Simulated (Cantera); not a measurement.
Feed: 1 mol HI, 0.77 mol O₂, a varied amount of N₂, at 3225 °C and 2.00 mbar.

These are equilibrium values from Cantera (NASA tables, ideal gas, pure condensed phases), not measurements of a reactor. Candidate condensed phases: H₂O, I₂; 27 gas species. Rates play no part.

x: gas mole fraction; nothing condenses.

```tsv
n(N₂) (mol)	x N₂	x O	x I	x H	x N
0.17	0.0447	0.411	0.270	0.268	0.00104
0.3	?	0.397	0.261	0.259	?
0.54	0.131	0.373	0.246	0.244	0.00177
0.95	0.210	0.338	0.223	0.222	0.00225
1.7	0.322	0.289	0.191	0.190	0.00278
3	?	?	?	?	?
5.3	0.596	0.171	0.113	0.113	0.00379
```

**Question.** Complete the blanks.

**Answer.** 
- 3, x N₂: 0.456
- 3, x O: 0.232
- 3, x I: 0.153
- 3, x H: 0.152
- 3, x N: 0.00331
- 0.3, x N₂: 0.0767
- 0.3, x N: 0.00136
